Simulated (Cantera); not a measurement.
Input (Python, Cantera):

```python
import numpy as np
import cantera as ct

gas = ct.Solution("h2o2.yaml")
gas.TPX = 1248, 1800, {'H2': 0.0061, 'O2': 1}
reactor = ct.IdealGasConstPressureReactor(gas, energy="off", clone=False)
net = ct.ReactorNet([reactor])
net.rtol, net.atol = 1e-08, 1e-18
show = ['H2', 'O2', 'HO2', 'O', 'H2O', 'H', 'OH']
times = np.geomspace(6e-05, 40, 12)

steps = ct.SolutionArray(gas, extra=["t"])
rows = []
print(f"{'t/s':>10s}{'T/K':>9s}{'P/Pa':>11s}" + "".join(f"{s:>11s}" for s in show))
for t in times:
    while net.time < t:
        t_next = net.step()
        steps.append(gas.state, t=t_next)
    rows.append([np.interp(t, steps.t, y) for y in (steps.T, steps.P, *steps(*show).X.T)])
    print(f"{t:10.3e}{rows[-1][0]:9.1f}{rows[-1][1]:11.4g}" + "".join(f"{x:11.3e}" for x in rows[-1][2:]))
rate = np.gradient(steps.T, steps.t)
print("integrator steps:", len(steps.t))
if steps.T.max() > steps.T[0] + 200:
    print(f"time of steepest temperature rise: {steps.t[rate.argmax()]:.4e} s")
gas.TPX = 1248, 1800, {'H2': 0.0061, 'O2': 1}
gas.equilibrate("TP")
print(f"equilibrium (TP): T = {gas.T:.1f} K  " + "  ".join(f"{s} {gas[s].X[0]:.3e}" for s in show))
```

Output:

```
       t/s      T/K       P/Pa         H2         O2        HO2          O        H2O          H         OH
 6.000e-05   1248.0       1800  6.063e-03  9.939e-01  1.075e-09  6.743e-10  4.121e-11  4.385e-10  6.564e-10
 2.030e-04   1248.0       1800  6.063e-03  9.939e-01  3.640e-09  3.721e-09  8.001e-10  7.027e-10  3.394e-09
 6.871e-04   1248.0       1800  6.063e-03  9.939e-01  1.234e-08  2.444e-08  1.433e-08  2.125e-09  1.959e-08
 2.325e-03   1248.0       1800  6.062e-03  9.939e-01  4.368e-08  7.433e-07  7.533e-07  4.929e-08  5.489e-07
 7.869e-03   1248.0       1800  1.550e-03  9.897e-01  1.159e-06  3.435e-03  3.744e-03  2.533e-04  1.284e-03
 2.663e-02   1248.0       1800  1.472e-05  9.887e-01  6.020e-07  4.937e-03  5.715e-03  1.309e-04  5.383e-04
 9.012e-02   1248.0       1800  1.115e-05  9.899e-01  5.234e-07  3.707e-03  5.780e-03  8.555e-05  4.690e-04
 3.050e-01   1248.0       1800  5.337e-06  9.920e-01  3.544e-07  1.748e-03  5.893e-03  2.791e-05  3.251e-04
 1.032e+00   1248.0       1800  1.274e-06  9.934e-01  1.529e-07  4.131e-04  5.997e-03  3.230e-06  1.594e-04
 3.493e+00   1248.0       1800  1.853e-07  9.938e-01  4.070e-08  6.002e-05  6.050e-03  1.798e-07  6.110e-05
 1.182e+01   1248.0       1800  2.562e-08  9.939e-01  9.424e-09  8.320e-06  6.070e-03  9.301e-09  2.281e-05
 4.000e+01   1248.0       1800  4.553e-09  9.939e-01  5.172e-09  1.486e-06  6.077e-03  7.025e-10  9.644e-06
integrator steps: 1759
equilibrium (TP): T = 1248.0 K  H2 1.519e-09  O2 9.939e-01  HO2 6.493e-09  O 4.978e-07  H2O 6.079e-03  H 1.365e-10  OH 5.583e-06
```

Detailed kinetics in Cantera: the H2/O2 subset of GRI-Mech 3.0, which has no nitrogen chemistry. Radical loss at walls, strong at low pressure, is not modelled.
